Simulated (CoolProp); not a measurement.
Vapour pressure (MPa) of dodecamethylcyclohexasiloxane (D6): the reference equation beside estimates from Tc = 372.6 °C, pc = 0.9614 MPa, ω = 0.736. Clausius-Clapeyron is anchored at 185.15 °C with a constant enthalpy of vaporisation of 51.47 kJ/mol.

Computed with CoolProp (reference Helmholtz-energy equation of state, Colonna 2008). It is a short technical equation, of lower accuracy than the large ones.

```csv
T (°C),reference,Lee-Kesler,Clausius-Clapeyron,van der Waals,Redlich-Kwong,Soave-Redlich-Kwong
170.25,0.01335,0.01333,0.01362,0.1745,0.07129,0.01336
175.15,0.01567,0.01567,0.01586,0.1847,0.07836,0.01571
180.15,0.01837,0.01838,0.01847,0.1955,0.08608,0.01846
185.15,0.02144,0.02147,0.02144,0.2067,0.09433,0.02158
190.05,0.02483,0.02489,0.02473,0.2180,0.1030,0.02505
195.05,0.02873,0.02883,0.02853,0.2300,0.1123,0.02904
200.05,0.03311,0.03325,0.03280,0.2424,0.1223,0.03353
204.95,0.03791,0.03810,0.03751,0.2550,0.1326,0.03847
209.95,0.04335,0.04362,0.04289,0.2683,0.1438,0.04409
214.95,0.04941,0.04976,0.04890,0.2820,0.1557,0.05035
```

Absolute difference from the reference over all 10 rows, mean and median: Lee-Kesler 0.3 and 0.3 %, Clausius-Clapeyron 0.9 and 1.0 %, van der Waals 778.7 and 739.3 %, Redlich-Kwong 311.4 and 302.9 %, Soave-Redlich-Kwong 1.0 and 1.0 %.
